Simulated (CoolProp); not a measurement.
Vapour pressure (MPa) of cis-2-butene: the reference equation beside estimates from Tc = 162.6 °C, pc = 4.236 MPa, ω = 0.202. Clausius-Clapeyron is anchored at 50.25 °C with a constant enthalpy of vaporisation of 20.42 kJ/mol.

Values from CoolProp's reference Helmholtz-energy equation of state, Lemmon 2005. It is a short technical equation, of lower accuracy than the large ones.

```
T (°C)  reference  Lee-Kesler  Clausius-Clapeyron  Peng-Robinson
------  ---------  ----------  ------------------  -------------
8.15       0.1196      0.1190              0.1442         0.1201
16.55      0.1613      0.1610              0.1857         0.1616
24.95      0.2133      0.2135              0.2358         0.2133
33.45      0.2782      0.2790              0.2963         0.2779
41.85      0.3560      0.3576              0.3669         0.3554
50.25      0.4492      0.4518              0.4492         0.4484
58.75      0.5610      0.5647              0.5456         0.5602
67.15      0.6906      0.6954              0.6549         0.6901
75.55      0.8412      0.8471              0.7793         0.8414
84.05       1.017       1.024              0.9214          1.019
92.45       1.216       1.224               1.079          1.219
100.85      1.442       1.450               1.255          1.448
109.35      1.702       1.710               1.452          1.711
117.75      1.990       1.999               1.667          2.004
126.25      2.319       2.327               1.905          2.336
```

Absolute difference from the reference over all 15 rows, mean and median: Lee-Kesler 0.5 and 0.5 %, Clausius-Clapeyron 10.2 and 10.5 %, Peng-Robinson 0.3 and 0.2 %.
